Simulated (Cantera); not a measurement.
Mixture: 2.85 % CH₄, 0.599 % C₂H₆, 1.45 % C₃H₈, 17.5 % O₂, 64.7 % N₂, 12.8 % H₂O, equivalence ratio 0.86, at 0.490 bar, adiabatic and at constant volume. Ignition delay is the time to a rise of 400 K.

Detailed kinetics in Cantera: GRI-Mech 3.0 (53 species, 325 reactions). GRI-Mech 3.0 was tuned for natural gas; its chemistry of propane as a main component is partial and can be far from experiment.

Problem. Predict: delay at 1123 K; delay at 1173 K; delay at 1223 K; delay at 1273 K; delay at 1323 K; delay at 1373 K; delay at 1423 K; apparent activation energy between 1323 and 1423 K.

Solution. 
```
Item                                                    Result
--------------------------------------------------  ----------
delay at 1123 K                                        23.8 ms
delay at 1173 K                                        9.85 ms
delay at 1223 K                                        4.28 ms
delay at 1273 K                                        1.98 ms
delay at 1323 K                                       0.987 ms
delay at 1373 K                                       0.528 ms
delay at 1423 K                                       0.303 ms
apparent activation energy between 1323 and 1423 K  180 kJ/mol
```
